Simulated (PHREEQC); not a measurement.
Na2CO3 is added in steps, without added water, to 1 kg of water holding 0.042 mol/kgw H3BO3 and 3.7e-05 mol/kgw Na2B4O7, at 25 °C. No CO2 enters from the air. Solids allowed: Nahcolite, Natron, Trona, Borax, Boric_acid,s, NaBO2:4H2O, NaB5O8:5H2O. Others were left out.

Base run: PHREEQC, Pitzer model, pitzer.dat. Each further column changes one thing. The table gives pH.

```csv
Na2CO3 added (mol),base,H3BO3 from 0.042 to 0.0042 mol/kgw,0.0014 mol/kgw K2CO3 added,no solid may form
0,6.44,7.47,7.75,6.44
0.0025,7.99,9.26,8.19,7.99
0.004167,8.22,9.65,8.35,8.22
0.006667,8.44,10.01,8.53,8.44
0.009167,8.60,10.20,8.67,8.60
0.01083,8.68,10.29,8.75,8.68
0.01333,8.80,10.38,8.85,8.80
0.01583,8.89,10.46,8.95,8.89
0.0175,8.95,10.50,9.00,8.95
0.02,9.03,10.55,9.08,9.03
```

 Solids allowed in the column '0.0014 mol/kgw K2CO3 added': Kalicinite, Nahcolite, Natron, Trona, Borax, Boric_acid,s, KB5O8:4H2O, K2B4O7:4H2O, NaBO2:4H2O, NaB5O8:5H2O.
